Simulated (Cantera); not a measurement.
A Cantera script and its output.

```python
import numpy as np
import cantera as ct

gas = ct.Solution("gri30.yaml")
gas.TPX = 1075, 25000, {'CH4': 1, 'H2': 1.1, 'O2': 2.63, 'N2': 9.88}
reactor = ct.IdealGasConstPressureReactor(gas, energy="on", clone=False)
net = ct.ReactorNet([reactor])
net.rtol, net.atol = 1e-08, 1e-16
show = ['CH4', 'H2', 'O2', 'N2O', 'C2H']
times = np.geomspace(2e-06, 1, 14)

steps = ct.SolutionArray(gas, extra=["t"])
rows = []
print(f"{'t/s':>10s}{'T/K':>9s}{'P/Pa':>11s}" + "".join(f"{s:>11s}" for s in show))
for t in times:
    while net.time < t:
        t_next = net.step()
        steps.append(gas.state, t=t_next)
    rows.append([np.interp(t, steps.t, y) for y in (steps.T, steps.P, *steps(*show).X.T)])
    print(f"{t:10.3e}{rows[-1][0]:9.1f}{rows[-1][1]:11.4g}" + "".join(f"{x:11.3e}" for x in rows[-1][2:]))
rate = np.gradient(steps.T, steps.t)
print("integrator steps:", len(steps.t))
if steps.T.max() > steps.T[0] + 200:
    print(f"time of steepest temperature rise: {steps.t[rate.argmax()]:.4e} s")
gas.TPX = 1075, 25000, {'CH4': 1, 'H2': 1.1, 'O2': 2.63, 'N2': 9.88}
gas.equilibrate("HP")
print(f"equilibrium (HP): T = {gas.T:.1f} K  " + "  ".join(f"{s} {gas[s].X[0]:.3e}" for s in show))
```

It prints:

```
       t/s      T/K       P/Pa        CH4         H2         O2        N2O        C2H
 2.000e-06   1075.0    2.5e+04  6.845e-02  7.529e-02  1.800e-01  1.354e-19  3.938e-48
 5.488e-06   1075.0    2.5e+04  6.845e-02  7.529e-02  1.800e-01  5.515e-19  3.190e-45
 1.506e-05   1075.0    2.5e+04  6.845e-02  7.529e-02  1.800e-01  3.361e-18  2.280e-42
 4.132e-05   1075.0    2.5e+04  6.845e-02  7.529e-02  1.800e-01  2.235e-17  1.478e-39
 1.134e-04   1075.0    2.5e+04  6.845e-02  7.529e-02  1.800e-01  1.356e-16  7.603e-37
 3.111e-04   1075.0    2.5e+04  6.845e-02  7.529e-02  1.800e-01  9.949e-16  6.614e-34
 8.537e-04   1075.0    2.5e+04  6.845e-02  7.529e-02  1.800e-01  1.871e-14  3.524e-29
 2.343e-03   1076.6    2.5e+04  6.810e-02  7.510e-02  1.798e-01  1.067e-11  3.849e-18
 6.428e-03   1208.4    2.5e+04  5.429e-02  7.216e-02  1.654e-01  4.762e-10  5.018e-12
 1.764e-02   2519.0    2.5e+04  1.016e-16  1.690e-02  2.070e-02  1.469e-07  1.008e-21
 4.840e-02   2514.5    2.5e+04  1.080e-16  1.707e-02  1.930e-02  1.635e-07  1.012e-21
 1.328e-01   2513.4    2.5e+04  1.094e-16  1.712e-02  1.899e-02  1.693e-07  1.012e-21
 3.644e-01   2513.4    2.5e+04  1.094e-16  1.712e-02  1.899e-02  1.693e-07  1.012e-21
 1.000e+00   2513.4    2.5e+04  1.094e-16  1.712e-02  1.899e-02  1.693e-07  1.012e-21
integrator steps: 2022
time of steepest temperature rise: 7.1492e-03 s
equilibrium (HP): T = 2513.4 K  CH4 1.453e-16  H2 1.712e-02  O2 1.899e-02  N2O 1.693e-07  C2H 1.089e-21
```

Detailed kinetics in Cantera: GRI-Mech 3.0 (53 species, 325 reactions).
